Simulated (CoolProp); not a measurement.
Vapour-liquid equilibrium of R134a (1) + R142b (2) at -82.05 °C; x and y are mole fractions of (1).

The numbers come from the multi-fluid Helmholtz-energy mixture model, Tillner-Roth 1994 and Lemmon 2006; pair parameters Bell 2016 in CoolProp.

Q: Give the bubble pressure and the first vapour's composition at x = 0.15, 0.35, 0.95. Is there an azeotrope?

A: x = 0.15: 1.728 kPa, y = 0.343; x = 0.35: 2.171 kPa, y = 0.589; x = 0.95: 3.041 kPa, y = 0.968. No azeotrope shows between x = 0.05 and 0.95.

Pair parameters are fitted to limited data, so mixtures are less certain than the pure fluids.
